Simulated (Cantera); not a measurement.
**Reactions in the system H-O-V**

Standard-state values (1 bar) from the NASA 1993 polynomials, evaluated with Cantera. Values are per mole of reaction as written; species without (g) are pure solids or liquids, kept so even where they would boil at 1 bar.

4 H(g) + V₂O₄ ⇌ 2 V + 2 H₂O₂(g)

```csv
T (K),ΔH° (kJ),ΔS° (J/K),ΔG° (kJ),log10 K
1598,195.8,-168.8,465.6,-15.22
1623,194.7,-169.5,469.8,-15.12
1648,193.6,-170.2,474.1,-15.03
1673,192.5,-170.8,478.3,-14.93
1698,191.5,-171.4,482.6,-14.85
1723,190.5,-172.0,486.9,-14.76
1748,189.4,-172.6,491.2,-14.68
1773,188.4,-173.2,495.5,-14.60
```
